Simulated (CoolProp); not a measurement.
Vapour pressure (bar) of R245fa: the reference equation beside estimates from Tc = 427.0 K, pc = 36.51 bar, ω = 0.378.

Model: reference Helmholtz-energy equation of state, Akasaka 2015, in CoolProp.

```csv
T (K),reference,Lee-Kesler,van der Waals,Redlich-Kwong,Soave-Redlich-Kwong,Peng-Robinson
326.8,3.843,3.858,11.37,6.495,3.865,3.827
334.8,4.846,4.864,12.74,7.768,4.880,4.825
342.8,6.037,6.055,(withheld),9.204,6.087,(withheld)
350.7,7.417,7.433,15.79,(withheld),7.489,7.391
358.7,9.045,9.056,17.48,12.58,9.143,9.021
366.7,10.93,10.93,19.27,14.56,11.06,10.91
374.7,13.09,13.08,21.18,16.74,13.26,13.09
382.7,15.56,15.54,23.20,19.13,15.77,15.58
390.7,18.37,18.34,25.34,21.74,18.61,18.41
398.7,21.55,21.52,27.59,24.57,21.82,21.62
406.7,25.14,(withheld),29.96,27.63,(withheld),25.24
414.7,29.19,29.18,32.44,30.94,29.44,29.31
```

**Question.** Some entries are withheld; supply them.

**Answer.** 
- 342.8, van der Waals: 14.22
- 342.8, Peng-Robinson: 6.012
- 350.7, Redlich-Kwong: 10.79
- 406.7, Lee-Kesler: 25.11
- 406.7, Soave-Redlich-Kwong: 25.42

Absolute difference from the reference over all 12 rows, mean and median: Lee-Kesler 0.2 and 0.1 %, van der Waals 82.0 and 69.1 %, Redlich-Kwong 33.2 and 30.5 %, Soave-Redlich-Kwong 1.0 and 1.1 %, Peng-Robinson 0.3 and 0.3 %.
